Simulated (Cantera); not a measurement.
Charge: 1 mol CsCl, 8.3 mol H2, 0.24 mol O2, held at 0.0720 bar.

Equilibrium computed with Cantera from the NASA thermochemical tables; the gas is ideal and each condensed phase is pure. Candidate condensed phases: Cs, CsCl, CsOH, H2O; 22 gas species. The numbers say what is thermodynamically allowed, not how fast it happens.

**Question.** Which condensed phases are stable at each of these points (T (K)): 923, 1023, 1123, 1223, 1323, 1423, 1523, 1623?

**Answer.** 
```tsv
T (K)	condensed phases	Cs condensed (%)
923	CsCl(l)	96.8
1023	CsCl(l)	73.8
1123	gas only	0.0
1223	gas only	0.0
1323	gas only	0.0
1423	gas only	0.0
1523	gas only	0.0
1623	gas only	0.0
```

From 923 K to 1023 K the condensed part is CsCl(l). From 1123 K to 1623 K nothing is condensed.
